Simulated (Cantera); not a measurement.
A closed system holds: 1 mol SiHCl3, 0.022 mol Cl2, 710 mol H2, held at 998.15 K and 6.30 mbar.

Method: chemical equilibrium by Gibbs-energy minimisation in Cantera with the NASA 1993 tables (ideal gas, pure condensed phases). Candidate condensed phases: Si; 19 gas species. Equilibrium is a limit: real reactors are often held back by kinetics, nucleation or transport.

Question: What is the equilibrium state?

Answer: 
* **x(H2)**: 0.996
* **x(HCl)**: 0.00412
* **x(SiCl2)**: 2.89e-5
* **x(SiHCl3)**: 1.53e-5
* **x(SiCl4)**: 9.10e-6
* **x(SiCl3)**: 3.27e-6
* **x(SiH2Cl2)**: 2.76e-6
* **n(Si(s))**: 0.958 mol
* **gas amount**: 712.0 mol
